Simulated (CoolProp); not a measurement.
A single-stage vapour-compression cycle with R236EA: evaporating at 262.15 K (dew point), condensing at 287.15 K (bubble point), superheat 10 K, subcooling 8 K, compressor efficiency 0.6, no pressure losses. Each further row changes one setting.

Values from CoolProp's reference Helmholtz-energy equation of state, Rui 2013.

| case | cooling COP | pressure ratio | discharge temperature (K) | refrigerating effect (kJ/kg) | volumetric capacity (kJ/m³) |
|---|---|---|---|---|---|
| as stated | 6.08 | 2.90 | 305.6 | 161 | 527 |
| evaporating temperature 267.15 K | 7.91 | 2.30 | 303.6 | ___ | 670 |
| condensing temperature 282.15 K | ___ | ___ | 299.5 | 167 | 547 |
| subcooling 13 K | 6.31 | 2.90 | 305.6 | 167 | 547 |
| superheat 20 K | 6.15 | 2.90 | 316.1 | 169 | 532 |
| compressor efficiency 0.5 | 5.07 | 2.90 | 311.6 | 161 | 527 |

Question: Fill in the missing entries.

Answer: 
- evaporating temperature 267.15 K, refrigerating effect (kJ/kg): 165
- condensing temperature 282.15 K, cooling COP: 7.76
- condensing temperature 282.15 K, pressure ratio: 2.39
